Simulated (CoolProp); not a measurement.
A single-stage vapour-compression cycle with vinyl chloride: evaporating at 219.15 K (dew point), condensing at 240.15 K (bubble point), superheat 0 K, subcooling 0 K, compressor efficiency 0.9, no pressure losses. Each further row changes one setting.

Model: reference Helmholtz-energy equation of state, Thol 2022, in CoolProp.

```csv
case,cooling COP,pressure ratio,discharge temperature (K),refrigerating effect (kJ/kg),volumetric capacity (kJ/m³)
as stated,8.67,3.16,274.2,356,167
evaporating temperature 224.15 K,11.9,2.35,265.0,360,223
condensing temperature 235.15 K,11.6,2.46,261.8,364,171
subcooling 5 K,8.85,3.16,274.2,364,171
superheat 10 K,8.47,3.16,285.0,364,163
compressor efficiency 0.8,7.71,3.16,280.4,356,167
```
